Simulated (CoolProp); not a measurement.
Computed with CoolProp (reference Helmholtz-energy equation of state, Lemmon 2003). It is a pseudo-pure fit of the blend.

Q: For R407C, give the phase and the Z, cv (kJ/(kg K)), speed of sound (m/s), isothermal compressibility (1/MPa) at -29.35 °C and 16 MPa; 52.15 °C and 16 MPa; 84.85 °C and 16 MPa.

A: 
- -29.35 °C and 16 MPa: liquid; Z 0.495, cv 0.852, speed of sound 829, isothermal compressibility 0.00161
- 52.15 °C and 16 MPa: liquid; Z 0.452, cv 0.927, speed of sound 518, isothermal compressibility 0.00516
- 84.85 °C and 16 MPa: liquid; Z 0.460, cv 0.966, speed of sound 409, isothermal compressibility 0.00958
